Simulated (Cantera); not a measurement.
A jet of 2.39 % CH4, 11.9 % O2, 85.7 % N2, equivalence ratio 0.40 at 300 K and 0.0220 bar hits a platinum plate 6.7 cm away at a mass flux of 0.068 kg/m²/s; the plate temperature is set and raised in steps from an oxygen-covered start.

Computed with Cantera and Deutschmann's 1995 Pt surface mechanism with GRI-Mech 3.0 gas chemistry. Catalytic surfaces can have several steady states; this one follows from the mechanism file's or the stated starting coverage.

x: mole fraction at the wall; θ: surface coverage.

| plate T (K) | wall x CH4 | wall x O2 | wall x H2O | wall x OH | wall x CO | wall x CO2 | θ free Pt | θ O* |
|---|---|---|---|---|---|---|---|---|
| 900 | 0.0185 | 0.108 | 0.00993 | 3.39e-8 | 8.50e-6 | 0.00652 | 0.276 | 0.723 |
| 950 | 0.0160 | 0.103 | 0.0146 | 1.12e-7 | 1.03e-5 | 0.00959 | 0.353 | 0.647 |
| 1000 | 0.0137 | 0.0976 | 0.0189 | 3.17e-7 | 1.21e-5 | 0.0125 | 0.430 | 0.570 |
| 1050 | ___ | 0.0933 | ___ | ___ | ___ | ___ | ___ | ___ |
| 1100 | 0.0100 | 0.0899 | 0.0255 | 1.75e-6 | 1.63e-5 | 0.0169 | 0.575 | 0.425 |
| 1150 | 0.00877 | 0.0873 | 0.0278 | 3.54e-6 | 1.92e-5 | 0.0184 | 0.640 | 0.359 |
| 1200 | 0.00782 | 0.0853 | 0.0294 | 6.64e-6 | 2.30e-5 | 0.0195 | 0.700 | 0.300 |
| 1250 | ___ | 0.0838 | 0.0307 | ___ | ___ | 0.0204 | 0.753 | ___ |

Fill in the missing entries.


- 1050, wall x CH4: 0.0117
- 1050, wall x H2O: 0.0226
- 1050, wall x OH: 7.85e-7
- 1050, wall x CO: 1.40e-5
- 1050, wall x CO2: 0.0149
- 1050, θ free Pt: 0.504
- 1050, θ O*: 0.495
- 1250, wall x CH4: 0.00708
- 1250, wall x OH: 1.17e-5
- 1250, wall x CO: 2.81e-5
- 1250, θ O*: 0.247
